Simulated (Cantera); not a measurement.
Predominance diagram of Ca at 1025 K against the partial pressures of O2 and Br2 (log10, bar). Cantera with NASA thermochemical tables; ideal gases at 1 bar, condensed phases pure. Candidates: Ca(s), CaBr2(l), CaO(s). Only these pure phases compete in this equilibrium. Not in the tables: oxide halides.

Which phase is stable at these pairs, and which metal-bearing vapour leads over it? (-1.7, -10.4); (-7.8, -11.9); (-8.7, -13.3); (-10.4, -17.6); (0, -3.3); (-5.2, -11.9); (-8.7, -17.6)


```tsv
log p(O2)	log p(Br2)	phase	chief vapour	log p (bar)
-1.7	-10.4	CaO(s)	CaBr2	-14.0
-7.8	-11.9	CaO(s)	CaBr2	-12.4
-8.7	-13.3	CaO(s)	CaBr2	-13.4
-10.4	-17.6	CaO(s)	CaBr2	-16.8
0	-3.3	CaO(s)	CaBr2	-7.7
-5.2	-11.9	CaO(s)	CaBr2	-13.7
-8.7	-17.6	CaO(s)	CaBr2	-17.7
```
